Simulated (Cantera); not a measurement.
An isothermal, constant-pressure homogeneous reactor starts with C2H6 : N2 = 1 : 12 (molar parts), at 1625 K and 1.01 bar. Integrator tolerance rtol = 1e-08.

Detailed kinetics in Cantera: GRI-Mech 3.0 (53 species, 325 reactions). GRI-Mech 3.0 stops at C3 and has no aromatics, soot or wall deposition, so with more carbon than oxygen in the feed, carbon stays in small species such as C2H2 where larger ones or solid carbon would form.

Task: What does this change do: temperature 1625 to 1000 K?

Result: 
```json
[
 {"quantity": "x(C2H6) at 20.0 s", "before": "3.51e-7 (gas-phase equilibrium 1.48e-7)", "after": "0.00971 (gas-phase equilibrium 0.000232)"},
 {"quantity": "x(HCN) at 20.0 s", "before": "1.63e-6 (gas-phase equilibrium 0.0779)", "after": "<1e-12 (gas-phase equilibrium 0.0185)"},
 {"quantity": "x(CH3) at 20.0 s", "before": "1.16e-5 (gas-phase equilibrium 7.55e-6)", "after": "3.10e-8 (gas-phase equilibrium 4.50e-8)"},
 {"quantity": "x(CH2) at 20.0 s", "before": "2.19e-9 (gas-phase equilibrium 1.41e-9)", "after": "<1e-12 (gas-phase equilibrium <1e-12)"},
 {"quantity": "x(C2H) at 20.0 s", "before": "4.88e-8 (gas-phase equilibrium 1.99e-8)", "after": "<1e-12 (gas-phase equilibrium <1e-12)"},
 {"quantity": "x(CH4) at 20.0 s", "before": "0.00291 (gas-phase equilibrium 0.00190)", "after": "0.00445 (gas-phase equilibrium 0.0831)"},
 {"quantity": "x(C2H2) at 20.0 s", "before": "0.0647 (gas-phase equilibrium 0.0266)", "after": "0.00142 (gas-phase equilibrium 0.00600)"}
]
```
